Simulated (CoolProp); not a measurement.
A single-stage vapour-compression cycle with the fluid: evaporating at 227.15 K (dew point), condensing at 285.15 K (bubble point), superheat 2 K, subcooling 0 K, compressor efficiency 0.9, no pressure losses. The same conditions are run with several fluids, on thermodynamics alone (safety and materials aside).

Computed with CoolProp (reference Helmholtz-energy equation of state of each fluid (isobutane: Bücker 2006; carbon dioxide: Span 1996; nitrous oxide: Lemmon 2006; R13: Platzer 1990; ethane: Bücker 2006; n-perfluorobutane: Gao 2022)). The equations of Platzer and Polt are older, rougher fits.

Rank isobutane, carbon dioxide, nitrous oxide, R13, ethane, n-perfluorobutane by cooling COP, highest first.

isobutane (2.78), nitrous oxide (2.29), ethane (2.20), carbon dioxide (2.18), n-perfluorobutane (2.08), R13 (2.04)

| fluid | pressure ratio | discharge temperature (K) | refrigerating effect (kJ/kg) | volumetric capacity (kJ/m³) |
|---|---|---|---|---|
| isobutane | 11.2 | 298.3 | 268 | 174 |
| carbon dioxide | 5.91 | 360.9 | 205 | 4220 |
| nitrous oxide | 5.56 | 351.9 | 203 | 3960 |
| R13 | 5.44 | 308.0 | 65.3 | 1970 |
| ethane | 4.97 | 320.2 | 242 | 2750 |
| n-perfluorobutane | 15.4 | 285.2 | 49.8 | 70.3 |

The compression ends wet for: n-perfluorobutane.
